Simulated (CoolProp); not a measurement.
Model: reference Helmholtz-energy equation of state, Lemmon 2013, in CoolProp.

Question: For propylene, give the phase and the density (kg/m³), Joule-Thomson coefficient (K/MPa), expansivity (1/kK) at 370.9 K and 8.87 bar; 415.9 K and 8.87 bar; 424.9 K and 8.87 bar.

Answer: 
- 370.9 K and 8.87 bar: gas; density 13.0, Joule-Thomson coefficient 9.67, expansivity 3.34
- 415.9 K and 8.87 bar: gas; density 11.3, Joule-Thomson coefficient 6.92, expansivity 2.79
- 424.9 K and 8.87 bar: gas; density 11.0, Joule-Thomson coefficient 6.52, expansivity 2.70
